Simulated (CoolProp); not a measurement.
Vapour-liquid equilibrium of n-butane (1) + cis-2-butene (2) at 4.12 bar; x and y are mole fractions of (1).

Computed with CoolProp (multi-fluid Helmholtz-energy mixture model, Bücker 2006 and Lemmon 2005; pair parameters Bell 2016).

```json
[
 {"x": "0.05", "bubble temperature, mixture model (°C)": "46.7", "bubble temperature, Raoult's law (°C)": "46.9", "y, mixture model": "0.058", "y, Raoult's law": "0.055"},
 {"x": "0.15", "bubble temperature, mixture model (°C)": "46.0", "bubble temperature, Raoult's law (°C)": "46.5", "y, mixture model": "0.169", "y, Raoult's law": "0.164"},
 {"x": "0.25", "bubble temperature, mixture model (°C)": "45.5", "bubble temperature, Raoult's law (°C)": "46.0", "y, mixture model": "0.274", "y, Raoult's law": "0.271"},
 {"x": "0.35", "bubble temperature, mixture model (°C)": "45.0", "bubble temperature, Raoult's law (°C)": "45.6", "y, mixture model": "0.375", "y, Raoult's law": "0.375"},
 {"x": "0.45", "bubble temperature, mixture model (°C)": "44.6", "bubble temperature, Raoult's law (°C)": "45.2", "y, mixture model": "0.474", "y, Raoult's law": "0.477"},
 {"x": "0.55", "bubble temperature, mixture model (°C)": "44.2", "bubble temperature, Raoult's law (°C)": "44.8", "y, mixture model": "0.570", "y, Raoult's law": "0.577"},
 {"x": "0.65", "bubble temperature, mixture model (°C)": "43.9", "bubble temperature, Raoult's law (°C)": "44.4", "y, mixture model": "0.666", "y, Raoult's law": "0.675"},
 {"x": "0.75", "bubble temperature, mixture model (°C)": "43.6", "bubble temperature, Raoult's law (°C)": "44.0", "y, mixture model": "0.762", "y, Raoult's law": "0.770"},
 {"x": "0.85", "bubble temperature, mixture model (°C)": "43.4", "bubble temperature, Raoult's law (°C)": "43.7", "y, mixture model": "0.857", "y, Raoult's law": "0.864"},
 {"x": "0.95", "bubble temperature, mixture model (°C)": "43.2", "bubble temperature, Raoult's law (°C)": "43.3", "y, mixture model": "0.952", "y, Raoult's law": "0.955"}
]
```

The largest gap from Raoult's law is -0.6 K in bubble temperature, at x = 0.45. No azeotrope shows between x = 0.05 and 0.95.

Pair parameters are fitted to limited data, so mixtures are less certain than the pure fluids.
